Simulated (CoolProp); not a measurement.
R1234ze(Z) at several states: density (kg/m³) from the reference equation and from simpler models built on Tc = 150.1 °C, pc = 3.531 MPa, ω = 0.327; each cubic takes its own stable root.

Computed with CoolProp (reference Helmholtz-energy equation of state, Akasaka 2019).

| T (°C) | p (MPa) | phase | reference | Soave-Redlich-Kwong | Peng-Robinson |
|---|---|---|---|---|---|
| 19.35 | 0.613 | liquid | … | 1008 | 1140 |
| 154.85 | 12.1 | supercritical | … | 734.4 | … |
| 28.45 | 0.0121 | gas | 0.5528 | 0.5522 | 0.5523 |
| 98.75 | 2.73 | liquid | 1003 | 791.7 | … |

### Question
Complete the blanks.

### Answer

- 19.35, reference: 1241
- 154.85, reference: 902.4
- 154.85, Peng-Robinson: 816.6
- 98.75, Peng-Robinson: 896.1
